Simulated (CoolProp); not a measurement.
Computed with CoolProp (reference Helmholtz-energy equation of state, de Reuck 1993).

Q: For methanol, give the phase and the cp (kJ/(kg K)), cv (kJ/(kg K)), Joule-Thomson coefficient (K/MPa), conductivity (mW/(m K)) at 387.7 K and 25.8 MPa.

A: 
- 387.7 K and 25.8 MPa: liquid; cp 3.18, cv 2.61, Joule-Thomson coefficient -0.211, conductivity 196

Thermal conductivity comes from a separate model (Sykioti 2013).
